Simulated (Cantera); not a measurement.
An adiabatic, constant-pressure homogeneous reactor starts with CH₄ : O₂ : N₂ = 1 : 3.23 : 12.1 (molar parts), at 1725 K and 64000 Pa. Integrator tolerance rtol = 1e-08.

Cantera simulation using GRI-Mech 3.0 (53 species, 325 reactions); the numbers are that mechanism's predictions, not measurements.

Task: What does this change do: constant volume in place of constant pressure?

Result: 
| quantity | before | after |
|---|---|---|
| time of steepest temperature rise | 0.259 ms | 0.249 ms |
| temperature at 0.200 s | 2624 K | 2753 K |
| equilibrium temperature | 2624 K | 2753 K |
| x(CH₄) at 0.200 s | <1e-12 (gas-phase equilibrium <1e-12) | <1e-12 (gas-phase equilibrium <1e-12) |
| x(O₂) at 0.200 s | 0.0682 (gas-phase equilibrium 0.0682) | 0.0670 (gas-phase equilibrium 0.0670) |
| x(H) at 0.200 s | 0.00387 (gas-phase equilibrium 0.00387) | 0.00559 (gas-phase equilibrium 0.00559) |
| x(C₂H₂) at 0.200 s | <1e-12 (gas-phase equilibrium <1e-12) | <1e-12 (gas-phase equilibrium <1e-12) |
| x(N₂O) at 0.200 s | 6.56e-7 (gas-phase equilibrium 6.56e-7) | 1.01e-6 (gas-phase equilibrium 1.01e-6) |

Task: What does this change do: pressure from 64000 Pa to 100000 Pa?

Result: 
```json
[
 {"quantity": "time of steepest temperature rise", "before": "0.259 ms", "after": "0.173 ms"},
 {"quantity": "temperature at 0.200 s", "before": "2624 K", "after": "2649 K"},
 {"quantity": "equilibrium temperature", "before": "2624 K", "after": "2649 K"},
 {"quantity": "x(CH₄) at 0.200 s", "before": "<1e-12 (gas-phase equilibrium <1e-12)", "after": "<1e-12 (gas-phase equilibrium <1e-12)"},
 {"quantity": "x(O₂) at 0.200 s", "before": "0.0682 (gas-phase equilibrium 0.0682)", "after": "0.0678 (gas-phase equilibrium 0.0678)"},
 {"quantity": "x(H) at 0.200 s", "before": "0.00387 (gas-phase equilibrium 0.00387)", "after": "0.00325 (gas-phase equilibrium 0.00325)"},
 {"quantity": "x(C₂H₂) at 0.200 s", "before": "<1e-12 (gas-phase equilibrium <1e-12)", "after": "<1e-12 (gas-phase equilibrium <1e-12)"},
 {"quantity": "x(N₂O) at 0.200 s", "before": "6.56e-7 (gas-phase equilibrium 6.56e-7)", "after": "8.52e-7 (gas-phase equilibrium 8.52e-7)"}
]
```
